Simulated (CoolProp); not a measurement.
Model: reference Helmholtz-energy equation of state, Platzer 1990, in CoolProp. This equation is an older, rougher fit; its heat capacities, sound speeds and derivatives of the liquid may be far off and weren't checked against measurements.

Q: Give the vapour pressure (MPa), vapour density (kg/m³), enthalpy of vaporisation (kJ/kg), liquid viscosity (µPa s) of saturated CF4 (R14) at -115.65, -89.35 °C.

A: 
| T (°C) | p (MPa) | vapour density (kg/m³) | enthalpy of vaporisation (kJ/kg) | liquid viscosity (µPa s) |
|---|---|---|---|---|
| -115.65 | 0.225 | 16.1 | 127 | 188 |
| -89.35 | 0.828 | 57.2 | 107 | 126 |

Viscosity comes from a separate model (Huber 2003), an estimate that may be off by 10 % or more.
